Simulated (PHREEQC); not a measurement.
A solution holds 0.0041 mol HCl and 0.0036 mol Li2SO4 per kg of water, at 25 °C. Closed to the air; pH follows from the charge balance.

Computed with PHREEQC (ion-association model, wateq4f.dat).

No solid was allowed to form.

Task: What pH does the model give?

Result: pH 2.50.

Task: In which forms is S present?

Result: SO4-2 81 %, HSO4- 17 %, LiSO4- 1.6 % of the S.
